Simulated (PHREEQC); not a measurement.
Consider water at 35 °C with 3.3 mmol/kgw KOH, 14 mmol/kgw K2SiO3 and 34 mmol/kgw K2CO3. Closed to the air; pH follows from the charge balance.

The numbers come from PHREEQC with the ion-association model, phreeqc.dat.

The pH is 11.75, the ionic strength is 0.135 mol/kgw and the density comes out as 1.000 g/cm³. The total alkalinity is 99.3 meq/kg.

```csv
species,molality,activity,log γ
K+,0.0993,0.0733,-0.132
CO3-2,0.0335,0.0116,-0.461
OH-,0.0160,0.0118,-0.134
H3SiO4-,0.0121,0.00899,-0.128
H2SiO4-2,0.00184,0.000638,-0.461
HCO3-,0.000479,0.000368,-0.115
H4SiO4,7.56e-5,7.80e-5,0.013
CO2,1.29e-9,1.33e-9,0.013
```

Precipitation was switched off in this run. Species that the database lacks are ignored.
